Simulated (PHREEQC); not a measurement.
A solution holds 0.005 mol/kgw Cu(BF4)2, 0.012 mol/kgw HCl and 0.0051 mol/kgw Na2SO4, at 61 °C. Closed to the air; pH follows from the charge balance.

Computed with PHREEQC (ion-association model, wateq4f.dat).

| quantity | before | after |
|---|---|---|
| pH | 2.16 | 2.05 |
| ionic strength (mol/kgw) | 0.0330 | 0.0364 |
| BF4- (mol/kgw) | 0.00683 | 0.00827 |
| Cu+2 (mol/kgw) | 0.00407 | 0.00428 |
| H3BO3 (mol/kgw) | 0.00238 | 0.00114 |
| SI of Chalcanthite (CuSO4:5H2O) | -3.11 | -2.74 |
| SI of CuF2:2H2O (CuF2:2H2O) | -4.49 | -4.95 |

### Question
Name the change that produced these shifts.
(A) temperature from 61 to 10 °C
(B) 0.00028 mol/kgw H3AsO4 added
(C) 0.0098 mol/kgw NaCl added
(D) Na2SO4 from 0.0051 to 0.0255 mol/kgw
(E) Na2SO4 from 0.0051 to 0.0102 mol/kgw

### Answer
A, temperature from 61 to 10 °C

Precipitation was switched off in this run. Constants without temperature data keep their 25 °C values here. Real BF4- forms and hydrolyses slowly; the run takes it at equilibrium.
